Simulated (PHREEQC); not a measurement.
A solution holds 0.0026 mol HF, 0.039 mol CsF and 0.039 mol H3PO4 per kg of water, at 25 °C. Closed to the air; pH follows from the charge balance.

The numbers come from PHREEQC with the ion-association model, wateq4f.dat.

No solid was allowed to form.

Problem. Order these F species by the share of F that they hold, largest first: HF2-, F-, H2F2, HF.

Solution. HF (63 %), F- (24 %), H2F2 (8.7 %), HF2- (4.8 %)

The pH is 2.66 and the ionic strength 0.0415 mol/kgw. Complexes and solids missing from the database can't appear. wateq4f.dat counts part of the HF as a dimer, H2F2, which phreeqc.dat doesn't know; its constant is uncertain. H3PO4, which wateq4f.dat lacks, is added to it with the constant of phreeqc.dat.
